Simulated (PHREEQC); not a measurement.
A solution holds 0.0013 mol H3AsO4 per kg of water, at 25 °C. Closed to the air; pH follows from the charge balance.

All values are PHREEQC results (ion-association model, wateq4f.dat), not measurements.

| quantity | before | after |
|---|---|---|
| pH | 2.98 | 9.01 |
| ionic strength (mol/kgw) | 0.00108 | 0.00389 |
| H2AsO4- (mol/kgw) | 0.00108 | 1.49e-5 |
| HAsO4-2 (mol/kgw) | 8.01e-8 | 0.00128 |

**Question.** Which change was made?
A) H3AsO4 replaced by Na2HAsO4 at the same molality
B) diluted 2-fold with water
C) H3AsO4 from 0.0013 to 0.00195 mol/kgw
D) H3AsO4 from 0.0013 to 0.00143 mol/kgw
E) 0.00011 mol/kgw NaCl added

**Answer.** A, H3AsO4 replaced by Na2HAsO4 at the same molality

Precipitation was switched off in this run.
